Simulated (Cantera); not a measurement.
## Thermodynamics of hydrogen reduction and annealing atmospheres, feed V2O5 + H2

Input: 1 mol V2O5, 8.9 mol H2, at 1700 K and 100000 Pa.

Method: chemical equilibrium by Gibbs-energy minimisation in Cantera with the NASA 1993 tables (ideal gas, pure condensed phases). Candidate condensed phases: H2O, V, VO, V2O3, V2O4, V2O5; 12 gas species. Condensed phases not in the tables: the oxides between V2O3 and V2O5 other than VO2. Equilibrium is a limit: real reactors are often held back by kinetics, nucleation or transport.

```
Quantity                                Value
----------------------------------  ---------
x(H2)                                   0.775
x(H2O)                                  0.225
x(H)                                 0.000130
x(OH)                                 1.94e-6
n(V2O3(s))                          1.000 mol
gas amount                          8.901 mol
log10 activity of V(s) (absent)         -4.41
log10 activity of V2O5(l) (absent)      -7.38
```
